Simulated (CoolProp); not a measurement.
Sulfur dioxide along the isotherm 525 K: fugacity coefficient from the reference equation and from simpler models built on Tc = 430.6 K, pc = 7.887 MPa, ω = 0.256; each cubic takes its own stable root.

Values from CoolProp's reference Helmholtz-energy equation of state, Gao 2016.

```csv
p (MPa),phase,reference,van der Waals,Redlich-Kwong,Soave-Redlich-Kwong,Peng-Robinson
1.08,gas,0.9769,0.9753,0.9743,0.9774,0.9733
2.15,gas,0.9543,…,0.9492,…,0.9475
3.23,gas,0.9318,0.9266,0.9244,0.9336,0.9222
4.3,gas,0.9099,0.9026,0.9002,0.9124,0.8978
5.38,gas,0.8881,0.8785,0.8762,0.8914,0.8738
6.45,gas,0.8668,0.8548,0.8528,0.8711,0.8508
7.53,gas,0.8458,…,0.8297,0.8510,…
8.6,supercritical,0.8252,0.8076,0.8073,0.8316,…
9.68,supercritical,0.8049,0.7840,0.7851,0.8124,0.7853
10.8,supercritical,0.7843,0.7597,0.7626,0.7932,0.7641
11.8,supercritical,0.7663,0.7383,0.7431,0.7764,0.7459
```

Q: Fill in the missing entries.

A: 
- 2.15, van der Waals: 0.9509
- 2.15, Soave-Redlich-Kwong: 0.9554
- 7.53, van der Waals: 0.8310
- 7.53, Peng-Robinson: 0.8282
- 8.6, Peng-Robinson: 0.8065
